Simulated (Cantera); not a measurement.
An adiabatic, constant-volume homogeneous reactor starts with 30.3 % H2, 12.6 % O2, 45.5 % N2, 11.5 % H2O, at 1025 K and 7500 Torr.

Model: the H2/O2 subset of GRI-Mech 3.0, which has no nitrogen chemistry, integrated in Cantera. The hydrogen kinetics of GRI-Mech 3.0 are dated; newer H2 mechanisms differ, most at raised pressure.

Task: Predict: time of steepest temperature rise; temperature at 3.00 s; equilibrium temperature; x(H2) at 3.00 s; x(O2) at 3.00 s; x(H2O) at 3.00 s; x(OH) at 3.00 s; x(O) at 3.00 s.

Result: 
```
Property                                                              Result
---------------------------------  -----------------------------------------
time of steepest temperature rise                                    5.10 ms
temperature at 3.00 s                                                 2937 K
equilibrium temperature                                               2937 K
x(H2) at 3.00 s                        0.0648 (gas-phase equilibrium 0.0648)
x(O2) at 3.00 s                      0.00197 (gas-phase equilibrium 0.00197)
x(H2O) at 3.00 s                         0.399 (gas-phase equilibrium 0.399)
x(OH) at 3.00 s                        0.0128 (gas-phase equilibrium 0.0128)
x(O) at 3.00 s                     0.000803 (gas-phase equilibrium 0.000803)
```
